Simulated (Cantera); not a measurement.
A Cantera script and its output.

```python
import numpy as np
import cantera as ct

gas = ct.Solution("gri30.yaml")
gas.TPX = 1725, 2666, {'NO': 1, 'N2': 0.43}
reactor = ct.IdealGasConstPressureReactor(gas, energy="off", clone=False)
net = ct.ReactorNet([reactor])
net.rtol, net.atol = 1e-08, 1e-18
show = ['NO', 'O', 'O2', 'NO2', 'N2O', 'N2']
times = np.geomspace(3e-06, 80, 11)

steps = ct.SolutionArray(gas, extra=["t"])
rows = []
print(f"{'t/s':>10s}{'T/K':>9s}{'P/Pa':>11s}" + "".join(f"{s:>11s}" for s in show))
for t in times:
    while net.time < t:
        t_next = net.step()
        steps.append(gas.state, t=t_next)
    rows.append([np.interp(t, steps.t, y) for y in (steps.T, steps.P, *steps(*show).X.T)])
    print(f"{t:10.3e}{rows[-1][0]:9.1f}{rows[-1][1]:11.4g}" + "".join(f"{x:11.3e}" for x in rows[-1][2:]))
rate = np.gradient(steps.T, steps.t)
print("integrator steps:", len(steps.t))
if steps.T.max() > steps.T[0] + 200:
    print(f"time of steepest temperature rise: {steps.t[rate.argmax()]:.4e} s")
gas.TPX = 1725, 2666, {'NO': 1, 'N2': 0.43}
gas.equilibrate("TP")
print(f"equilibrium (TP): T = {gas.T:.1f} K  " + "  ".join(f"{s} {gas[s].X[0]:.3e}" for s in show))
```

Output:

```
       t/s      T/K       P/Pa         NO          O         O2        NO2        N2O         N2
 3.000e-06   1725.0       2666  6.993e-01  4.488e-09  4.091e-14  4.717e-13  4.488e-09  3.007e-01
 1.659e-05   1725.0       2666  6.993e-01  2.480e-08  1.252e-12  1.444e-11  2.481e-08  3.007e-01
 9.169e-05   1725.0       2666  6.993e-01  1.368e-07  3.826e-11  4.407e-10  1.371e-07  3.007e-01
 5.069e-04   1725.0       2666  6.993e-01  7.466e-07  1.159e-09  1.327e-08  7.568e-07  3.007e-01
 2.802e-03   1725.0       2666  6.993e-01  3.860e-06  3.481e-08  3.767e-07  4.146e-06  3.007e-01
 1.549e-02   1725.0       2666  6.992e-01  1.592e-05  1.298e-06  7.703e-06  2.178e-05  3.007e-01
 8.565e-02   1725.0       2666  6.990e-01  3.404e-05  5.869e-05  3.759e-05  9.129e-05  3.008e-01
 4.735e-01   1725.0       2666  6.977e-01  4.175e-05  6.682e-04  4.574e-05  1.704e-04  3.014e-01
 2.618e+00   1725.0       2666  6.904e-01  4.798e-05  4.298e-03  5.851e-05  1.675e-04  3.050e-01
 1.447e+01   1725.0       2666  6.509e-01  7.108e-05  2.405e-02  1.030e-04  1.422e-04  3.248e-01
 8.000e+01   1725.0       2666  4.702e-01  1.287e-04  1.143e-01  1.623e-04  6.687e-05  4.151e-01
integrator steps: 633
equilibrium (TP): T = 1725.0 K  NO 3.735e-03  O 2.109e-04  O2 3.476e-01  NO2 2.314e-06  N2O 3.217e-08  N2 6.484e-01
```

Computed with Cantera and GRI-Mech 3.0 (53 species, 325 reactions). Radical loss at walls, strong at low pressure, is not modelled.
